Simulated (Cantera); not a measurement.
Charge: 1 mol Fe3O4, 0.018 mol Cl2, at 1525 K and 750 Torr.

Cantera equilibrium calculation (NASA polynomials, part measured and part estimated; ideal gas, pure solids and liquids). Candidate condensed phases: Fe, FeCl2, FeCl3, FeO, Fe2O3, Fe3O4; 13 gas species. Mutual solubility and eutectic melting of coexisting phases are not modelled. Equilibrium is a limit: real reactors are often held back by kinetics, nucleation or transport.

**Question.** What is the equilibrium state?

**Answer.** 
| Property | Result |
|---|---|
| x(FeCl2) | 0.573 |
| x(FeCl3) | 0.348 |
| x(Cl2) | 0.0432 |
| x(Cl) | 0.0143 |
| x(Fe2Cl4) | 0.0108 |
| x(O2) | 0.00980 |
| x(Fe2Cl6) | 0.000994 |
| x(ClO) | 3.38e-5 |
| n(Fe2O3(s)) | 0.0572 mol |
| n(Fe3O4(s)) | 0.957 mol |
| gas amount | 0.01539 mol |
| log10 activity of FeCl2(l) (absent) | -0.93 |
| log10 activity of Fe(γ) (absent) | -5.89 |
